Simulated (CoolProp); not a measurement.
A single-stage vapour-compression cycle with hydrogen sulfide: evaporating at 205.15 K (dew point), condensing at 247.15 K (bubble point), superheat 8 K, subcooling 0 K, compressor efficiency 0.85, no pressure losses. Each further row changes one setting.

The numbers come from the reference Helmholtz-energy equation of state, Lemmon 2006 in CoolProp. It is a short technical equation, of lower accuracy than the large ones.

```csv
case,cooling COP,pressure ratio,discharge temperature (K),refrigerating effect (kJ/kg),volumetric capacity (kJ/m³)
as stated,3.33,6.55,359.6,479,631
evaporating temperature 210.15 K,3.98,[?],342.4,[?],816
condensing temperature 242.15 K,3.87,[?],342.2,489,644
subcooling 5 K,3.40,6.55,359.6,489,644
superheat 18 K,3.25,6.55,375.8,489,[?]
compressor efficiency 0.75,2.94,6.55,[?],479,631
```

Complete the blanks.


- evaporating temperature 210.15 K, pressure ratio: 5.01
- evaporating temperature 210.15 K, refrigerating effect (kJ/kg): 484
- condensing temperature 242.15 K, pressure ratio: 5.44
- superheat 18 K, volumetric capacity (kJ/m³): 614
- compressor efficiency 0.75, discharge temperature (K): 377.8
